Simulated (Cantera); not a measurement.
Cantera with NASA thermochemical tables; ideal gases at 1 bar, condensed phases pure. Values are per mole of reaction as written; species without (g) are pure solids or liquids, kept so even where they would boil at 1 bar.

Q: Between 1698 and 2898 K, where is each reaction favourable under standard conditions?
- 2 NO2(g) + 8 Cu → 4 Cu2O + N2(g)

A: 
- 2 NO2(g) + 8 Cu → 4 Cu2O + N2(g): ΔG° is -472 kJ at 1698 K and -430 kJ at 2898 K; it stays negative (K > 1). ΔH° is -492 kJ and ΔS° -22 J/K at 2898 K.
